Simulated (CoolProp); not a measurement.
Vapour-liquid equilibrium of sulfur dioxide (1) + toluene (2) at 671 kPa; x and y are mole fractions of (1).

The numbers come from the multi-fluid Helmholtz-energy mixture model, Gao 2016 and Lemmon 2006; pair parameters Bell 2016 in CoolProp.

| x | bubble temperature, mixture model (K) | bubble temperature, Raoult's law (K) | y, mixture model | y, Raoult's law |
|---|---|---|---|---|
| 0.05 | … | 428.2 | … | 0.564 |
| 0.15 | 404.8 | 389.1 | 0.748 | 0.851 |
| 0.25 | 378.0 | 367.9 | 0.889 | 0.929 |
| 0.35 | 359.9 | 354.2 | 0.944 | 0.961 |
| 0.45 | 347.3 | 344.2 | … | 0.977 |
| 0.55 | 338.2 | 336.5 | 0.982 | 0.986 |
| 0.65 | … | 330.3 | 0.989 | 0.991 |
| 0.75 | … | 325.2 | … | 0.995 |
| 0.85 | … | 320.8 | 0.997 | 0.998 |
| 0.95 | 317.2 | 317.0 | 0.999 | 0.999 |

**Question.** Some entries are withheld; supply them.

**Answer.** 
- 0.05, bubble temperature, mixture model (K): 443.7
- 0.05, y, mixture model: 0.357
- 0.45, y, mixture model: 0.969
- 0.65, bubble temperature, mixture model (K): 331.3
- 0.75, bubble temperature, mixture model (K): 325.8
- 0.75, y, mixture model: 0.993
- 0.85, bubble temperature, mixture model (K): 321.2

The largest gap from Raoult's law is +15.7 K in bubble temperature, at x = 0.15. No azeotrope shows between x = 0.05 and 0.95.

The pair parameters rest on a limited set of measurements; away from them the model extrapolates.
